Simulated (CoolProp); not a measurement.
Sulfur dioxide at several states: Z from the reference equation and from simpler models built on Tc = 430.6 K, pc = 78.87 bar, ω = 0.256; each cubic takes its own stable root.

The numbers come from the reference Helmholtz-energy equation of state, Gao 2016 in CoolProp.

| T (K) | p (bar) | phase | reference |
|---|---|---|---|
| 261.3 | 350 | liquid | 0.6821 |
| 411.3 | 9.7 | gas | 0.9479 |
| 235.5 | 6.79 | liquid | 0.01449 |
| 280.4 | 0.687 | gas | 0.9855 |
| 462 | 2.56 | gas | 0.9912 |
| 371.1 | 17.2 | gas | 0.8553 |

Task: How far does each simpler model (Redlich-Kwong, Soave-Redlich-Kwong, Peng-Robinson) lie from the reference over these 6 states: mean and median of the absolute difference, and the worst?

Result: 
- Redlich-Kwong: mean 5.3 %, median 1.4 %, worst +15.0 % at 235.5 K and 6.79 bar
- Soave-Redlich-Kwong: mean 4.2 %, median 0.8 %, worst +12.2 % at 235.5 K and 6.79 bar
- Peng-Robinson: mean 0.4 %, median 0.3 %, worst -0.8 % at 261.3 K and 350 bar
